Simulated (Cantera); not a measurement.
An adiabatic, constant-volume homogeneous reactor starts with CH₄ : C₂H₆ : C₃H₈ : O₂ : N₂ = 1 : 0.035 : 0.82 : 7.68 : 28.9 (molar parts), equivalence ratio 0.81, at 1175 K and 1.80 bar.

Detailed kinetics in Cantera: GRI-Mech 3.0 (53 species, 325 reactions). GRI-Mech 3.0 was tuned for natural gas; its chemistry of propane as a main component is partial and can be far from experiment.

x: mole fraction; the columns are a selection and need not sum to one.

| t (s) | T (K) | P (bar) | x CH₄ | x C₂H₆ | x C₃H₈ | x H₂ | x O | x CH₂O | x C₂H₂ |
|---|---|---|---|---|---|---|---|---|---|
| 5.00e-6 | 1175 | 1.80 | 0.0260 | 0.000911 | 0.0213 | … | 4.83e-10 | 1.42e-9 | <1e-12 |
| 1.89e-5 | 1175 | 1.80 | 0.0260 | 0.000911 | 0.0213 | … | 6.45e-10 | 2.60e-8 | <1e-12 |
| 7.15e-5 | 1175 | 1.80 | 0.0260 | 0.000911 | 0.0213 | … | 1.56e-9 | 6.22e-7 | 6.05e-12 |
| 0.000271 | 1175 | 1.80 | 0.0260 | 0.000914 | 0.0213 | … | 6.56e-9 | 1.64e-5 | 6.42e-10 |
| 0.00102 | 1175 | 1.80 | 0.0260 | 0.000967 | 0.0210 | … | 8.39e-9 | 0.000123 | 2.85e-8 |
| 0.00387 | 1179 | 1.81 | 0.0260 | 0.00121 | 0.0196 | … | 1.77e-8 | 0.000637 | 7.69e-7 |
| 0.0147 | 2785 | 4.46 | <1e-12 | <1e-12 | <1e-12 | 0.00598 | 0.00473 | 2.44e-10 | <1e-12 |
| 0.0554 | 2785 | 4.46 | <1e-12 | <1e-12 | <1e-12 | 0.00598 | 0.00473 | 2.44e-10 | <1e-12 |
| 0.210 | 2785 | 4.46 | <1e-12 | <1e-12 | <1e-12 | 0.00598 | 0.00473 | 2.44e-10 | <1e-12 |
| 0.793 | 2785 | 4.46 | <1e-12 | <1e-12 | <1e-12 | 0.00598 | 0.00473 | 2.44e-10 | <1e-12 |
| 3.00 | 2785 | 4.46 | <1e-12 | <1e-12 | <1e-12 | 0.00598 | 0.00473 | 2.44e-10 | <1e-12 |

Q: Some entries are withheld; supply them.

A: 
- 5.00e-6, x H₂: 1.86e-8
- 1.89e-5, x H₂: 1.02e-7
- 7.15e-5, x H₂: 5.82e-7
- 0.000271, x H₂: 7.85e-6
- 0.00102, x H₂: 5.59e-5
- 0.00387, x H₂: 0.000351
